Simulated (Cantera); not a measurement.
Input (Python, Cantera) and output of one run.

```python
import numpy as np
import cantera as ct

gas_names = """
    H H2 N NH NH2 NH3 N2 N2H2 N2H4 Si SiH SiH2 SiH3 SiH4 SiN Si2 Si2N Si3
""".split()
cond_names = """
    Si(cr) Si(L) Si3N4(a)
""".split()


# ... load() reads the species with a 1 bar reference pressure and builds the phases ...
atoms = {
    'SiH4': {'Si': 1, 'H': 4},
    'NH3': {'N': 1, 'H': 3},
}
top_T = {'Si3N4(a)': 2400}  # K; cautious upper limits of use, not melting points


# ... equilibrate(T, P, feed) seeds the gas with the atoms and calls Mixture.equilibrate('TP', solver="vcs", rtol=1e-11, max_steps=5000) ...
results = []
feed = {'SiH4': 1, 'NH3': 0.21}  # mol
P = 71000  # Pa
for T in [1450, 1500, 1550, 1600, 1650, 1700, 1750, 1800, 1850, 1900]:
    mix = equilibrate(T, P, feed)
    results.append((T, P, feed, dict(zip(mix.species_names, mix.species_moles))))

top = {s: max(r[3][s] / sum(r[3][g] for g in gas_names) for r in results) for s in gas_names}
cols = sorted((s for s in top if top[s] > 0.0001), key=lambda s: -top[s])[:8]
seen = [c for c in cond_names if any(r[3].get(c, 0) > 1e-12 for r in results)]
print("log10 of partial pressures in bar; condensed amounts in mol")
print(f"{'T/K':>10s}" + "".join(f"{s[:9]:>10s}" for s in cols + seen))
for T, P, feed, n in results:
    ng = sum(n[g] for g in gas_names)
    print(f"{T:10.4g}" + "".join(f"{np.log10(max(n[s] / ng * P / 1e5, 1e-99)):10.3f}" for s in cols)
          + "".join(f"{n.get(c, 0):10.4g}" for c in seen))
```

Output:

```
log10 of partial pressures in bar; condensed amounts in mol
       T/K        H2        N2         H    Si(cr)     Si(L)  Si3N4(a)
      1450    -0.149    -4.767    -5.099    0.8426         0   0.05247
      1500    -0.149    -4.324    -4.829    0.8427         0   0.05242
      1550    -0.149    -3.911    -4.576    0.8431         0    0.0523
      1600    -0.149    -3.524    -4.339     0.844         0   0.05201
      1650    -0.149    -3.161    -4.116    0.8459         0   0.05137
      1700    -0.150    -2.807    -3.907         0    0.8501   0.04995
      1750    -0.151    -2.420    -3.709         0    0.8611   0.04627
      1800    -0.154    -2.055    -3.523         0     0.886   0.03796
      1850    -0.161    -1.711    -3.349         0    0.9403   0.01986
      1900    -0.168    -1.512    -3.185         0    0.9998         0
```

Method: chemical equilibrium by Gibbs-energy minimisation in Cantera with the NASA 1993 tables (ideal gas, pure condensed phases). Mutual solubility and eutectic melting of coexisting phases are not modelled. Gases not in the tables: Si2H6 and higher silanes.
